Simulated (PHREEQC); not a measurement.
A made-up water analysis in mmol/kgw, 20 °C, pH 2.13, pe 12.9: Na 0.821; K 0.0693; Ca 4.74; Mg 0.959; Cl 1.01; S(6) 13.1; Cu(2) 0.342; Zn 0.0451.

Valence states are taken as typed.

Model: ion-association model, wateq4f.dat, run in PHREEQC.

### Question
The ionic strength comes out as 0.0312 mol/kgw. What activity coefficients do NaSO4-, H+, Mg+2, CaHSO4+, Na+ get?

### Answer
NaSO4- 0.86, H+ 0.87, Mg+2 0.54, CaHSO4+ 0.85, Na+ 0.85.

No solid was allowed to form.
